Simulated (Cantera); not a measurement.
Input: 1 mol TEOS, 3.4 mol N₂O, 140 mol N₂, equilibrated at 723.15 K and 13300 Pa.

Cantera equilibrium calculation (NASA polynomials, part measured and part estimated; ideal gas, pure solids and liquids). Candidate condensed phases: C, C₆H₆, C₇H₈, C₈H₁₈, H₂O, Si, SiC, SiO₂, Si₂N₂O, Si₃N₄; 151 gas species. The feed counts by its element totals alone. Kinetics and transport are ignored.

Base state: N₂ 0.922, H₂ 0.0512, CO₂ 0.00934, H₂O 0.00932, CO 0.00671, CH₄ 0.00186, NH₃ 1.04e-5 (mole fractions); condensed: C(graphite) + SiO₂(α-quartz).

Task: What changes in the equilibrium state with this change: temperature from 723.15 K to 825 K?

Result: 
```
species               before     after
-------------------  -------  --------
N₂                     0.922     0.909
H₂                    0.0512    0.0600
CO                   0.00671    0.0245
CH₄                  0.00186  0.000435
H₂O                  0.00932   0.00248
CO₂                  0.00934   0.00361
NH₃                  1.04e-5   4.37e-6
C(graphite), mol        5.21      3.49
SiO₂(α-quartz), mol     1.00      1.00
```

Task: What changes in the equilibrium state with this change: temperature from 723.15 K to 1200 K?

Result: 
```
species               before    after
-------------------  -------  -------
N₂                     0.922    0.894
H₂                    0.0512   0.0625
CO                   0.00671   0.0432
HCN                  2.40e-9  1.76e-5
CO₂                  0.00934  4.69e-6
C(graphite), mol        5.21     1.10
SiO₂(α-quartz), mol     1.00        0
Si₂N₂O(s), mol             0    0.500
```
